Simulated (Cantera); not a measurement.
What does this Cantera script print?

```python
import numpy as np
import cantera as ct

gas_names = [...]  # 92 gases of nasa_gas.yaml made of C, H, N
cond_names = """
    C(gr) C6H6(L) C7H8(L) C8H18(L),n-octa
""".split()


# ... load() reads the species with a 1 bar reference pressure and builds the phases ...
atoms = {
    'C3H6': {'C': 3, 'H': 6},
    'NH3': {'N': 1, 'H': 3},
    'N2': {'N': 2},
}
top_T = {'C(gr)': 4500}  # K; cautious upper limits of use, not melting points


# ... equilibrate(T, P, feed) seeds the gas with the atoms and calls Mixture.equilibrate('TP', solver="gibbs", rtol=1e-10, max_steps=50000) ...
results = []
feed = {'C3H6': 1, 'NH3': 1.1, 'N2': 14}  # mol
P = 101325  # Pa
for T in [598, 748, 898, 1048, 1198, 1348, 1498, 1648, 1798, 1948, 2098]:
    mix = equilibrate(T, P, feed)
    results.append((T, P, feed, dict(zip(mix.species_names, mix.species_moles))))

top = {s: max(r[3][s] / sum(r[3][g] for g in gas_names) for r in results) for s in gas_names}
cols = sorted((s for s in top if top[s] > 1e-06), key=lambda s: -top[s])[:8]
seen = [c for c in cond_names if any(r[3].get(c, 0) > 1e-12 for r in results)]
print("log10 of partial pressures in bar; condensed amounts in mol")
print(f"{'T/K':>10s}" + "".join(f"{s[:9]:>10s}" for s in cols + seen))
for T, P, feed, n in results:
    ng = sum(n[g] for g in gas_names)
    print(f"{T:10.4g}" + "".join(f"{np.log10(max(n[s] / ng * P / 1e5, 1e-99)):10.3f}" for s in cols)
          + "".join(f"{n.get(c, 0):10.4g}" for c in seen))
```

It prints:

```
log10 of partial pressures in bar; condensed amounts in mol
       T/K        N2        H2       CH4       HCN         H       HNC C2H2,acet       NH3     C(gr)
       598    -0.066    -1.460    -0.922   -10.749   -17.129   -15.705   -18.350    -3.589    0.9718
       748    -0.089    -0.865    -1.209    -8.113   -12.973   -12.010   -13.780    -3.623     1.897
       898    -0.108    -0.661    -1.816    -6.460   -10.291    -9.651   -10.940    -3.955     2.715
      1048    -0.113    -0.621    -2.475    -5.333    -8.422    -8.019    -9.026    -4.355     2.937
      1198    -0.114    -0.613    -3.021    -4.501    -7.028    -6.807    -7.618    -4.692     2.981
      1348    -0.115    -0.611    -3.457    -3.858    -5.941    -5.869    -6.531    -4.961     2.991
      1498    -0.115    -0.611    -3.808    -3.345    -5.070    -5.120    -5.666    -5.179     2.988
      1648    -0.115    -0.612    -4.096    -2.927    -4.356    -4.510    -4.961    -5.359     2.975
      1798    -0.116    -0.613    -4.337    -2.580    -3.760    -4.003    -4.376    -5.510     2.946
      1948    -0.116    -0.616    -4.542    -2.289    -3.255    -3.576    -3.884    -5.640     2.892
      2098    -0.118    -0.621    -4.722    -2.041    -2.822    -3.213    -3.467    -5.755     2.802
```

Cantera equilibrium calculation (NASA polynomials, part measured and part estimated; ideal gas, pure solids and liquids).
